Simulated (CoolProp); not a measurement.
Vapour-liquid equilibrium of n-perfluorobutane (1) + R365MFC (2) at 329.9 K; x and y are mole fractions of (1).

The numbers come from the multi-fluid Helmholtz-energy mixture model, Gao 2022 and Lemmon 2016; pair parameters Bell 2016 in CoolProp.

| x | bubble pressure, mixture model (MPa) | bubble pressure, Raoult's law (MPa) | y, mixture model | y, Raoult's law |
|---|---|---|---|---|
| 0.05 | 0.2682 | 0.2017 | 0.348 | 0.164 |
| 0.2 | 0.4310 | 0.2745 | 0.619 | 0.483 |
| 0.35 | 0.5086 | 0.3473 | 0.699 | 0.668 |
| 0.5 | [?] | 0.4201 | 0.748 | 0.789 |
| 0.65 | [?] | 0.4929 | 0.798 | 0.874 |
| 0.8 | [?] | 0.5657 | 0.863 | 0.937 |
| 0.95 | 0.6575 | 0.6385 | [?] | 0.986 |

Fill in the missing entries.


- 0.5, bubble pressure, mixture model (MPa): 0.5562
- 0.65, bubble pressure, mixture model (MPa): 0.5952
- 0.8, bubble pressure, mixture model (MPa): 0.6305
- 0.95, y, mixture model: 0.958

The largest gap from Raoult's law is +57.0 % in bubble pressure, at x = 0.2. No azeotrope shows between x = 0.05 and 0.95.

The pair parameters rest on a limited set of measurements; away from them the model extrapolates. With so large a gap from Raoult's law the liquid may split in two, which this calculation doesn't test in full.
